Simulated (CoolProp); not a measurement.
Vapour-liquid equilibrium of carbon dioxide (1) + propane (2) at 224.5 K; x and y are mole fractions of (1).

Values from CoolProp's multi-fluid Helmholtz-energy mixture model, Span 1996 and Lemmon 2009; pair parameters Kunz 2012.

| x | bubble pressure, mixture model (bar) | bubble pressure, Raoult's law (bar) | y, mixture model | y, Raoult's law |
|---|---|---|---|---|
| 0.05 | 1.485 | 1.075 | 0.506 | 0.335 |
| 0.15 | 2.933 | 1.720 | 0.766 | 0.628 |
| 0.25 | [?] | 2.366 | 0.846 | 0.761 |
| 0.35 | 5.077 | 3.011 | 0.882 | 0.838 |
| 0.45 | 5.672 | 3.656 | 0.901 | 0.887 |
| 0.55 | 6.040 | 4.302 | 0.912 | 0.921 |
| 0.65 | [?] | 4.947 | 0.920 | 0.947 |
| 0.75 | 6.500 | 5.592 | 0.929 | 0.966 |
| 0.85 | 6.748 | 6.237 | 0.944 | 0.982 |
| 0.95 | 7.050 | 6.883 | [?] | 0.995 |

**Question.** Some entries are withheld; supply them.

**Answer.** 
- 0.25, bubble pressure, mixture model (bar): 4.168
- 0.65, bubble pressure, mixture model (bar): 6.285
- 0.95, y, mixture model: 0.974

The largest gap from Raoult's law is +76.2 % in bubble pressure, at x = 0.25. No azeotrope shows between x = 0.05 and 0.95.

The pair parameters rest on a limited set of measurements; away from them the model extrapolates. With so large a gap from Raoult's law the liquid may split in two, which this calculation doesn't test in full.
